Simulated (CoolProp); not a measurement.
Saturation properties of R245ca (Tc = 174.4 °C, pc = 39.41 bar, ω = 0.355).

The numbers come from the reference Helmholtz-energy equation of state, Zhou 2016 in CoolProp.

```csv
T (°C),p (bar),vapour density (kg/m³),surface tension (mN/m)
-24.45,0.09093,0.5931,22.8
-4.25,0.2771,1.686,20.1
16.05,0.7001,4.022,17.5
36.35,1.526,8.386,14.8
56.65,2.967,15.83,12.2
76.95,5.273,27.76,9.67
97.25,8.733,46.28,7.22
117.55,13.67,74.88,4.91
137.85,20.49,120.9,2.80
158.15,29.69,207.5,0.997
```

It boils at 25.3 °C under 1 atm.

Surface tension comes from a separate correlation (Mulero 2012).
